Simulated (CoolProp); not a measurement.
Vapour-liquid equilibrium of n-heptane (1) + toluene (2) at 19.4 kPa; x and y are mole fractions of (1).

Computed with CoolProp (multi-fluid Helmholtz-energy mixture model, Span 2003 and Lemmon 2006; pair parameters Bell 2016).

Problem. Give the bubble temperature and the first vapour's composition at x = 0.5, 0.65, 0.725. Is there an azeotrope?

Solution. x = 0.5: 326.2 K, y = 0.596; x = 0.65: 325.2 K, y = 0.712; x = 0.725: 324.8 K, y = 0.770. No azeotrope shows between x = 0.05 and 0.95.

Pair parameters are fitted to limited data, so mixtures are less certain than the pure fluids.
